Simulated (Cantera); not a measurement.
Input (Python, Cantera) and output of one run.

```python
import numpy as np
import cantera as ct

gas_names = """
    AL ALN ALO ALO2 AL2 AL2O AL2O2 N NO NO2 NO3 N2 N2O O O2 O3
""".split()
cond_names = """
    AL(cr) AL(L) ALN(s) AL2O3(a) AL2O3(L)
""".split()


# ... load() reads the species with a 1 bar reference pressure and builds the phases ...
atoms = {
    'Al2O3': {'AL': 2, 'O': 3},
    'N2': {'N': 2},
}
top_T = {'ALN(s)': 2750}  # K; cautious upper limits of use, not melting points


# ... equilibrate(T, P, feed) seeds the gas with the atoms and calls Mixture.equilibrate('TP', solver="vcs", rtol=1e-11, max_steps=5000) ...
results = []
feed = {'Al2O3': 1, 'N2': 0.05}  # mol
T = 1448.15  # K
P = 6.3  # Pa
mix = equilibrate(T, P, feed)
results.append((T, P, feed, dict(zip(mix.species_names, mix.species_moles))))
print(gas.report(threshold=1e-06))
for i in range(1, mix.n_phases):
    print(f"{mix.phase(i).name:16s} {mix.phase_moles(i):12.5e} mol")
```

It prints:

```
       temperature   1448.2 K
          pressure   6.3 Pa
           density   1.4658e-05 kg/m^3
  mean mol. weight   28.014 kg/kmol
   phase of matter   gas

                          1 kg             1 kmol
                     ---------------   ---------------
          enthalpy        1.3054e+06        3.6571e+07  J
   internal energy        8.7563e+05         2.453e+07  J
           entropy             11461        3.2106e+05  J/K
    Gibbs function       -1.5291e+07       -4.2837e+08  J
 heat capacity c_p            1234.9             34595  J/K
 heat capacity c_v            938.12             26281  J/K

                      mass frac. Y      mole frac. X     chem. pot. / RT
                     ---------------   ---------------   ---------------
                N2                 1                 1           -35.577
     [  +15 minor]        6.6498e-10        6.6504e-10

AL(L)             0.00000e+00 mol
ALN(s)            0.00000e+00 mol
AL2O3(a)          1.00000e+00 mol
```

Cantera equilibrium calculation (NASA polynomials, part measured and part estimated; ideal gas, pure solids and liquids).
